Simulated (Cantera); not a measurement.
Cantera with NASA thermochemical tables; ideal gases at 1 bar, condensed phases pure. Values are per mole of reaction as written; species without (g) are pure solids or liquids, kept so even where they would boil at 1 bar.

a) 0.6667 Al + Cl₂(g) = 0.6667 AlCl₃
b) Ca + Cl₂(g) = CaCl₂
c) 0.6667 Al + Cl₂(g) = 0.6667 AlCl₃(g)
d) H₂(g) + Cl₂(g) = 2 HCl(g)
e) 0.5 Si + Cl₂(g) = 0.5 SiCl₄(g)
f) Fe + Cl₂(g) = FeCl₂(g)

### Question
Order these by ΔG° at 573 K, most negative first.

### Answer
b (-705 kJ), a (-380 kJ), c (-371 kJ), e (-293 kJ), d (-196 kJ), f (-169 kJ)
